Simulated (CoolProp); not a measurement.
The numbers come from the reference Helmholtz-energy equation of state, Thol 2019 in CoolProp.

Task: For decamethylcyclopentasiloxane (D5), give the phase and the density (kg/m³), cp (kJ/(kg K)), cv (kJ/(kg K)), isothermal compressibility (1/MPa) at 304.25 °C and 1.81 bar.

Result: 
- 304.25 °C and 1.81 bar: gas; density 15.2, cp 1.90, cv 1.87, isothermal compressibility 6.06
